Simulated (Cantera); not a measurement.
A closed system holds: 1 mol CS2, 4.4 mol H2O, 1.4 mol H2, held at 3500 K and 1.30 bar.

Method: chemical equilibrium by Gibbs-energy minimisation in Cantera with the NASA 1993 tables (ideal gas, pure condensed phases). Candidate condensed phases: C, C6H6, C7H8, C8H18, H2O, H2SO4, S; 123 gas species. Rates play no part.

Base state: H 0.265, H2 0.262, H2O 0.111, CO 0.0890, SO 0.0760, S 0.0611, OH 0.0516, O 0.0304 (mole fractions); condensed: gas only.

Question: What changes in the equilibrium state with this change: pressure from 1.30 bar to 3.10 bar?

Answer: 
```json
[
 {"species": "H2", "before": "0.262", "after": "0.305"},
 {"species": "H", "before": "0.265", "after": "0.185"},
 {"species": "H2O", "before": "0.111", "after": "0.155"},
 {"species": "O", "before": "0.0304", "after": "0.0153"},
 {"species": "S2", "before": "0.00615", "after": "0.0107"},
 {"species": "SH", "before": "0.0189", "after": "0.0268"},
 {"species": "SO2", "before": "0.0173", "after": "0.0213"},
 {"species": "OH", "before": "0.0516", "after": "0.0433"},
 {"species": "S", "before": "0.0611", "after": "0.0522"},
 {"species": "CO", "before": "0.0890", "after": "0.0958"},
 {"species": "SO", "before": "0.0760", "after": "0.0779"},
 {"species": "H2S", "before": "0.00135", "after": "0.00319"},
 {"species": "COS", "before": "2.09e-5", "after": "4.59e-5"}
]
```
